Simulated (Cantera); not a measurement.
A closed system holds: 1 mol Ti, 22 mol H2, at 13.0 mbar.

Equilibrium computed with Cantera from the NASA thermochemical tables; the gas is ideal and each condensed phase is pure. Candidate condensed phases: Ti; 3 gas species. Kinetics and transport are ignored.

Which condensed phases are stable at each of these points (T (K)): 1473, 1523, 1573, 1623, 1673, 1723, 1773, 1823, 1873, 1923, 1973, 2023, 2073?


```csv
T (K),condensed phases,Ti condensed (%)
1473,Ti(β),100.0
1523,Ti(β),100.0
1573,Ti(β),100.0
1623,Ti(β),100.0
1673,Ti(β),100.0
1723,Ti(β),100.0
1773,Ti(β),99.9
1823,Ti(β),99.9
1873,Ti(β),99.7
1923,Ti(β),99.4
1973,Ti(l),98.8
2023,Ti(l),97.7
2073,Ti(l),95.7
```

From 1473 K to 1923 K the condensed part is Ti(β). From 1973 K to 2073 K the condensed part is Ti(l).
